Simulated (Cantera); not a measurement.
Ignition delay

Mixture: CO : H2 : CH4 : O2 : N2 = 1 : 0.36 : 0.4 : 2.9 : 10.9 (molar parts), at 20.0 bar, adiabatic and at constant pressure. Ignition delay is the time to a rise of 400 K.

Cantera simulation using GRI-Mech 3.0 (53 species, 325 reactions); the numbers are that mechanism's predictions, not measurements. The pressure lies above the range GRI-Mech 3.0 was tuned for (to about 10 atm).

```
T0 (K)  delay (ms)
------  ----------
1323        0.0459
1423        0.0194
1523       0.00971
1623       0.00546
1723       0.00335
1823       0.00221
1923       0.00155
2023       0.00117
```

```yaml
apparent activation energy between 1823 and 2023 K: 98 kJ/mol
```
